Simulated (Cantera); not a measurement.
A Cantera script and what it prints.

```python
import numpy as np
import cantera as ct

gas_names = """
    Fe FeO Fe(OH)2 H HNO HNO2 HNO3 HO2 H2 H2O H2O2 N NH NH2 NH3 NH2OH NO NO2 NO3 N2 N2H2 N2H4 N2O O OH
    O2 O3
""".split()
cond_names = """
    Fe(a) Fe(c) Fe(d) Fe(L) FeO(s) FeO(L) Fe(OH)2(s) Fe(OH)3(s) Fe2O3(s) Fe3O4(s) H2O(s) H2O(L)
""".split()


# ... load() reads the species with a 1 bar reference pressure and builds the phases ...
atoms = {
    'Fe3O4': {'Fe': 3, 'O': 4},
    'H2': {'H': 2},
    'N2': {'N': 2},
}
top_T = {'Fe2O3(s)': 1830, 'Fe3O4(s)': 1870}  # K; cautious upper limits of use, not melting points


# ... equilibrate(T, P, feed) seeds the gas with the atoms and calls Mixture.equilibrate('TP', solver="vcs", rtol=1e-11, max_steps=5000) ...
results = []
feed = {'Fe3O4': 1, 'H2': 720, 'N2': 44}  # mol
P = 49  # Pa
for T in [700, 800, 900, 1000, 1100, 1200, 1300, 1400, 1500, 1600]:
    mix = equilibrate(T, P, feed)
    results.append((T, P, feed, dict(zip(mix.species_names, mix.species_moles))))

top = {s: max(r[3][s] / sum(r[3][g] for g in gas_names) for r in results) for s in gas_names}
cols = sorted((s for s in top if top[s] > 0.001), key=lambda s: -top[s])[:7]
seen = [c for c in cond_names if any(r[3].get(c, 0) > 1e-12 for r in results)]
print("log10 of partial pressures in bar; condensed amounts in mol")
print(f"{'T/K':>10s}" + "".join(f"{s[:9]:>10s}" for s in cols + seen))
for T, P, feed, n in results:
    ng = sum(n[g] for g in gas_names)
    print(f"{T:10.4g}" + "".join(f"{np.log10(max(n[s] / ng * P / 1e5, 1e-99)):10.3f}" for s in cols)
          + "".join(f"{n.get(c, 0):10.4g}" for c in seen))
```

Result:

```
log10 of partial pressures in bar; condensed amounts in mol
       T/K        H2        N2       H2O         H        Fe     Fe(a)     Fe(c)
       700    -3.338    -4.549    -5.591   -15.266   -23.041         3         0
       800    -3.338    -4.549    -5.591   -13.207   -19.190         3         0
       900    -3.338    -4.549    -5.591   -11.601   -16.204         3         0
      1000    -3.338    -4.549    -5.591   -10.313   -13.827         3         0
      1100    -3.338    -4.549    -5.591    -9.256   -11.899         3         0
      1200    -3.338    -4.549    -5.591    -8.374   -10.304         0         3
      1300    -3.338    -4.549    -5.591    -7.625    -8.962         0     2.998
      1400    -3.338    -4.550    -5.591    -6.982    -7.815         0     2.976
      1500    -3.338    -4.550    -5.591    -6.424    -6.824         0     2.766
      1600    -3.340    -4.551    -5.592    -5.935    -5.960         0     1.284
```

Method: chemical equilibrium by Gibbs-energy minimisation in Cantera with the NASA 1993 tables (ideal gas, pure condensed phases).
